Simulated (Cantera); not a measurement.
An isothermal, constant-pressure homogeneous reactor starts with 29.1 % H2, 70.9 % O2, at 1150 K and 800 Pa.

Model: the H2/O2 subset of GRI-Mech 3.0, which has no nitrogen chemistry, integrated in Cantera. Radical loss at walls, strong at low pressure, is not modelled. The temperature is held fixed by assumption; the heat of reaction is taken as removed at once.

One state of this run: x H2 = 0.0131; x O2 = 0.595; x HO2 = 7.33e-6; x O = 0.0549; x H2O2 = 2.62e-7; x OH = 0.00927; x H2O = 0.255. x: mole fraction; the columns are a selection and need not sum to one.

Question: Which value of t (s) does it belong to?
(A) 5.25
(B) 0.0119
(C) 2.70e-5
(D) 0.460

Answer: B, 0.0119
